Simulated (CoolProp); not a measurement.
A closed Brayton cycle with dry air: compressor inlet 319.15 K and 6.5 MPa, high pressure 11.8 MPa, turbine inlet 765 K, compressor efficiency 0.85, turbine efficiency 0.9, recuperator effectiveness 0.95 (on enthalpy, no pinch check). Each further row changes one setting.

The numbers come from the reference Helmholtz-energy equation of state, Lemmon 2000 in CoolProp. It is a pseudo-pure fit of the blend.

```tsv
case	thermal efficiency (%)	net work (kJ/kg)	compressor to turbine work	compressor exit (K)	turbine exit (K)
as stated	(withheld)	41.4	0.63	389.7	663.5
turbine inlet 715 K	(withheld)	34.0	(withheld)	389.7	(withheld)
compressor inlet 329.15 K	29.8	(withheld)	(withheld)	401.8	663.5
high pressure 10 MPa	31.7	33.0	(withheld)	368.9	690.3
recuperator effectiveness 0.5	15.7	41.4	0.63	389.7	663.5
```

**Question.** Some entries are withheld; supply them.

**Answer.** 
- as stated, thermal efficiency (%): 31.4
- turbine inlet 715 K, thermal efficiency (%): 27.9
- turbine inlet 715 K, compressor to turbine work: 0.68
- turbine inlet 715 K, turbine exit (K): 619.1
- compressor inlet 329.15 K, net work (kJ/kg): 39.0
- compressor inlet 329.15 K, compressor to turbine work: 0.65
- high pressure 10 MPa, compressor to turbine work: 0.60
